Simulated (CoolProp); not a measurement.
The numbers come from the reference Helmholtz-energy equation of state, Thol 2015 in CoolProp.

For octamethylcyclotetrasiloxane (D4), give the phase and the cv (kJ/(kg K)), Joule-Thomson coefficient (K/MPa) at 377.6 K and 0.787 bar; 318.2 K and 0.169 bar.


- 377.6 K and 0.787 bar: liquid; cv 1.54, Joule-Thomson coefficient -0.297
- 318.2 K and 0.169 bar: liquid; cv 1.41, Joule-Thomson coefficient -0.383
